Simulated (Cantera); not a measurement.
A Cantera script and what it prints.

```python
import numpy as np
import cantera as ct

gas_names = """
    CL CL2 H HCL H2 Si SiCL SiCL2 SiCL3 SiCL4 SiH SiHCL3 SiH2 SiH2CL2 SiH3 SiH3CL SiH4 Si2 Si3
""".split()
cond_names = """
    Si(cr) Si(L)
""".split()


# ... load() reads the species with a 1 bar reference pressure and builds the phases ...
atoms = {
    'SiCl4': {'Si': 1, 'CL': 4},
    'HCl': {'H': 1, 'CL': 1},
    'H2': {'H': 2},
}
top_T = {}  # K; cautious upper limits of use, not melting points


# ... equilibrate(T, P, feed) seeds the gas with the atoms and calls Mixture.equilibrate('TP', solver="vcs", rtol=1e-11, max_steps=5000) ...
results = []
feed = {'SiCl4': 1, 'HCl': 0.84, 'H2': 13}  # mol
P = 84000  # Pa
for T in [573, 723, 873, 1023, 1173, 1323, 1473, 1623, 1773]:
    mix = equilibrate(T, P, feed)
    results.append((T, P, feed, dict(zip(mix.species_names, mix.species_moles))))

top = {s: max(r[3][s] / sum(r[3][g] for g in gas_names) for r in results) for s in gas_names}
cols = sorted((s for s in top if top[s] > 1e-05), key=lambda s: -top[s])[:9]
seen = [c for c in cond_names if any(r[3].get(c, 0) > 1e-12 for r in results)]
print("log10 of partial pressures in bar; condensed amounts in mol")
print(f"{'T/K':>10s}" + "".join(f"{s[:9]:>10s}" for s in cols + seen))
for T, P, feed, n in results:
    ng = sum(n[g] for g in gas_names)
    print(f"{T:10.4g}" + "".join(f"{np.log10(max(n[s] / ng * P / 1e5, 1e-99)):10.3f}" for s in cols)
          + "".join(f"{n.get(c, 0):10.4g}" for c in seen))
```

Output:

```
log10 of partial pressures in bar; condensed amounts in mol
       T/K        H2       HCL     SiCL4     SiCL2    SiHCL3     SiCL3   SiH2CL2         H        CL
       573    -0.133    -1.323    -1.247   -16.958    -4.908   -10.781    -9.908   -17.303   -18.380
       723    -0.133    -1.321    -1.249   -11.206    -3.587    -7.427    -7.083   -13.140   -14.287
       873    -0.134    -1.307    -1.261    -7.497    -2.757    -5.264    -5.294   -10.397   -11.574
      1023    -0.137    -1.270    -1.296    -4.981    -2.236    -3.801    -4.131    -8.451    -9.620
      1173    -0.142    -1.205    -1.371    -3.251    -1.941    -2.808    -3.403    -6.999    -8.121
      1323    -0.153    -1.090    -1.533    -2.164    -1.891    -2.217    -3.092    -5.876    -6.890
      1473    -0.172    -0.952    -1.877    -1.626    -2.124    -2.019    -3.176    -4.984    -5.855
      1623    -0.186    -0.871    -2.436    -1.408    -2.561    -2.106    -3.459    -4.253    -5.042
      1773    -0.192    -0.841    -3.081    -1.331    -3.062    -2.321    -3.788    -3.642    -4.406
```

Method: chemical equilibrium by Gibbs-energy minimisation in Cantera with the NASA 1993 tables (ideal gas, pure condensed phases). The tables' values for SiCl3, SiCl are old estimates; treat these amounts as uncertain.
